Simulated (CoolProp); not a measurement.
Saturation properties of decamethylcyclopentasiloxane (D5).

The numbers come from the reference Helmholtz-energy equation of state, Thol 2019 in CoolProp.

```csv
T (K),p (MPa),liquid density (kg/m³),vapour density (kg/m³),enthalpy of vaporisation (kJ/kg),liquid cp (kJ/(kg K))
302.9,2.900e-5,948.5,0.004270,172.7,1.716
314.9,7.545e-5,935.7,0.01069,168.1,1.728
327,0.0001800,922.8,0.02456,163.5,1.742
339,0.0003925,910.1,0.05169,159.2,1.757
351,0.0007963,897.2,0.1014,154.9,1.774
363.1,0.001524,884.2,0.1879,150.7,1.791
375.1,0.002742,871.3,0.3280,146.6,1.809
387.2,0.004713,858.1,0.5479,142.6,1.828
399.2,0.007715,844.8,0.8737,138.6,1.847
411.2,0.01214,831.4,1.342,134.7,1.867
423.3,0.01851,817.6,2.003,130.7,1.888
435.3,0.02725,803.7,2.893,126.7,1.909
```

It boils at 484.1 K under 1 atm.
